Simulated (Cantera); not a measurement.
A perfectly stirred reactor is fed with 17.4 % CH₃OH, 17.4 % O₂, 65.3 % N₂, equivalence ratio 1.5, at 500000 Pa; it is adiabatic with a 725 K inlet, and is followed from long to short residence time, starting on the burning branch (τ in s: 0.069, 0.032, 0.015, 0.0067, 0.0031, 0.0014, 0.00065, 0.0003, 0.00014, 6.3e-05, 2.9e-05, 1.3e-05).

Detailed kinetics in Cantera: GRI-Mech 3.0 (53 species, 325 reactions). GRI-Mech 3.0 was tuned for natural gas; its chemistry of methanol as a main component is partial and can be far from experiment.

### Question
Predict: blow-out, bracketed by the residence times tried; x(CH₃OH) at τ = 69.0 ms; x(O₂) at τ = 69.0 ms; x(H₂O₂) at τ = 69.0 ms; x(HO₂) at τ = 69.0 ms; x(CO) at τ = 69.0 ms; x(CH₃OH) at τ = 0.650 ms; x(O₂) at τ = 0.650 ms; x(H₂O₂) at τ = 0.650 ms; x(HO₂) at τ = 0.650 ms; x(CO) at τ = 0.650 ms.

### Answer
* **blow-out, bracketed by the residence times tried**: burning at 13.0 µs, the shortest tried
* **x(CH₃OH) at τ = 69.0 ms**: 6.57e-7
* **x(O₂) at τ = 69.0 ms**: 3.36e-5
* **x(H₂O₂) at τ = 69.0 ms**: 1.06e-8
* **x(HO₂) at τ = 69.0 ms**: 2.19e-8
* **x(CO) at τ = 69.0 ms**: 0.0869
* **x(CH₃OH) at τ = 0.650 ms**: 1.75e-5
* **x(O₂) at τ = 0.650 ms**: 0.000767
* **x(H₂O₂) at τ = 0.650 ms**: 1.70e-7
* **x(HO₂) at τ = 0.650 ms**: 1.20e-6
* **x(CO) at τ = 0.650 ms**: 0.0868
